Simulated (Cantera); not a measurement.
# Thermodynamics of chemical vapour transport, feed Fe3O4 + HCl

A closed system holds: 1 mol Fe3O4, 0.1 mol HCl, equilibrated at 13.3 mbar.

Equilibrium computed with Cantera from the NASA thermochemical tables; the gas is ideal and each condensed phase is pure. Candidate condensed phases: Fe, FeCl2, FeCl3, FeO, Fe(OH)2, Fe(OH)3, Fe2O3, Fe3O4, H2O; 22 gas species. Mutual solubility and eutectic melting of coexisting phases are not modelled. Condensed phases not in the tables: FeOCl. The numbers say what is thermodynamically allowed, not how fast it happens.

```
T (°C)  x HCl   x H2O   x FeCl2      x Cl      x O2   x FeCl3     x Cl2  n FeCl2(s)  n Fe2O3(s)  n Fe3O4(s)
------  -----  ------  --------  --------  --------  --------  --------  ----------  ----------  ----------
427     0.831   0.169  0.000116  1.40e-10    <1e-12   2.78e-5  5.98e-10      0.0144      0.0144       0.986
502     0.958  0.0373   0.00280   1.23e-8    <1e-12   0.00120   7.68e-8     0.00313     0.00338       0.997
577     0.957  0.0233    0.0135   3.01e-7    <1e-12   0.00570   1.55e-6           0     0.00118       0.999
652     0.938  0.0328    0.0226   2.96e-6  2.21e-11   0.00638   8.75e-6           0     0.00200       0.998
727     0.915  0.0443    0.0339   2.03e-5   2.44e-9   0.00664   3.65e-5           0     0.00307       0.997
802     0.889  0.0573    0.0470  0.000105   1.34e-7   0.00661  0.000120           0     0.00432       0.995
877     0.860  0.0714    0.0612  0.000431   4.24e-6   0.00637  0.000329           0     0.00563       0.994
952     0.830  0.0863    0.0757   0.00148   8.67e-5   0.00600  0.000783           0     0.00676       0.993
1027    0.796   0.102    0.0896   0.00437   0.00124   0.00552   0.00165           0     0.00679       0.992
1102    0.751   0.117     0.101    0.0110    0.0122   0.00480   0.00297           0           0       0.996
1177    0.690   0.143     0.130    0.0152    0.0166   0.00292   0.00182           0           0       0.995
1252    0.627   0.171     0.158    0.0198    0.0206   0.00176   0.00110           0           0       0.995
1327    0.566   0.199     0.185    0.0246    0.0241   0.00107  0.000666           0           0       0.994
1402    0.507   0.225     0.209    0.0295    0.0271  0.000657  0.000410           0           0       0.993
```
x: gas mole fraction; n: condensed amount in mol.

From 427 °C to 502 °C the condensed part is FeCl2(s) + Fe2O3(s) + Fe3O4(s). From 577 °C to 1027 °C the condensed part is Fe2O3(s) + Fe3O4(s). From 1102 °C to 1402 °C the condensed part is Fe3O4(s). The main Fe-bearing gas is FeCl2 throughout.
